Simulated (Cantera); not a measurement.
An isothermal, constant-pressure homogeneous reactor starts with CH4 : H2O = 1 : 2.5 (molar parts), at 1500 K and 1.01 bar. Integrator tolerance rtol = 1e-08.

Model: GRI-Mech 3.0 (53 species, 325 reactions), integrated in Cantera.

```tsv
quantity	before	after
x(CH4) at 3.00 s	0.0544 (gas-phase equilibrium 5.22e-7)	0.00851 (gas-phase equilibrium 1.29e-10)
x(H2O) at 3.00 s	0.476 (gas-phase equilibrium 0.247)	0.870 (gas-phase equilibrium 0.832)
x(HCO) at 3.00 s	7.70e-10 (gas-phase equilibrium 3.39e-9)	9.26e-11 (gas-phase equilibrium 1.09e-10)
x(CO2) at 3.00 s	0.0193 (gas-phase equilibrium 0.0260)	0.0180 (gas-phase equilibrium 0.0253)
x(H2O2) at 3.00 s	<1e-12 (gas-phase equilibrium <1e-12)	3.02e-12 (gas-phase equilibrium 2.07e-12)
x(C2H6) at 3.00 s	2.28e-5 (gas-phase equilibrium <1e-12)	1.70e-6 (gas-phase equilibrium <1e-12)
```

Question: Which change was made?
A. pressure from 1.01 bar to 6.50 bar
B. CH4 1 to 1.5 parts
C. CH4 1 to 0.1 parts
D. pressure from 1.01 bar to 4.50 bar

Answer: C, CH4 1 to 0.1 parts
